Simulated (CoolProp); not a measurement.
A single-stage vapour-compression cycle with R22: evaporating at 244.15 K (dew point), condensing at 267.15 K (bubble point), superheat 10 K, subcooling 5 K, compressor efficiency 0.8, no pressure losses. Each further row changes one setting.

Values from CoolProp's reference Helmholtz-energy equation of state, Kamei 1995.

| case | cooling COP | pressure ratio | discharge temperature (K) | refrigerating effect (kJ/kg) | volumetric capacity (kJ/m³) |
|---|---|---|---|---|---|
| as stated | 7.86 | 2.39 | 300.7 | 212 | 1550 |
| evaporating temperature 249.15 K | 10.4 | ___ | 295.0 | 215 | 1900 |
| condensing temperature 262.15 K | 10.2 | 2.00 | ___ | 218 | 1590 |
| subcooling 10 K | 8.07 | 2.39 | 300.7 | 218 | 1590 |
| superheat 20 K | 7.75 | 2.39 | 311.5 | 219 | 1530 |
| compressor efficiency 0.7 | ___ | 2.39 | 306.2 | 212 | 1550 |

Question: What belongs in the gaps?

Answer: 
- evaporating temperature 249.15 K, pressure ratio: 1.94
- condensing temperature 262.15 K, discharge temperature (K): 291.1
- compressor efficiency 0.7, cooling COP: 6.88
